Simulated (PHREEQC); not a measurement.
Dissolve 0.00097 mol/kgw CuSO4 at 13 °C. Closed to the air; pH follows from the charge balance.

Computed with PHREEQC (ion-association model, wateq4f.dat).

Precipitation was switched off in this run.

### Question
Order these Cu species by the share of Cu that they hold, largest first: CuOH+, CuSO4, Cu+2.

### Answer
Cu+2 (91 %), CuSO4 (9.1 %), CuOH+ (0.19 %)

The pH is 5.39 and the ionic strength 0.00352 mol/kgw. At this temperature some constants are extrapolated from 25 °C, and those without enthalpy data are left unchanged.
